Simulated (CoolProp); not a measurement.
R124 along the isobar 0.101 MPa: fugacity coefficient from the reference equation and from simpler models built on Tc = 122.3 °C, pc = 3.624 MPa, ω = 0.288; each cubic takes its own stable root.

Values from CoolProp's reference Helmholtz-energy equation of state, de Vries 1995.

```csv
T (°C),phase,reference,van der Waals,Peng-Robinson
-109.75,liquid,(withheld),(withheld),(withheld)
-79.05,liquid,0.01815,0.8478,0.01982
-48.45,liquid,(withheld),0.9697,0.1651
-17.75,liquid,0.7557,0.9772,(withheld)
12.85,gas,0.9705,0.9824,0.9726
43.55,gas,0.9794,0.9860,0.9794
74.25,gas,0.9850,0.9887,0.9843
104.85,gas,0.9888,0.9908,0.9879
135.55,gas,0.9914,0.9924,0.9905
166.15,gas,0.9933,0.9936,0.9925
196.85,gas,0.9947,0.9946,0.9941
```

**Question.** Fill in the missing entries.

**Answer.** 
- -109.75, reference: 0.0007394
- -109.75, van der Waals: 0.2410
- -109.75, Peng-Robinson: 0.0009129
- -48.45, reference: 0.1599
- -17.75, Peng-Robinson: 0.7625

At some of these states van der Waals gives the other phase, because its saturation line lies elsewhere.
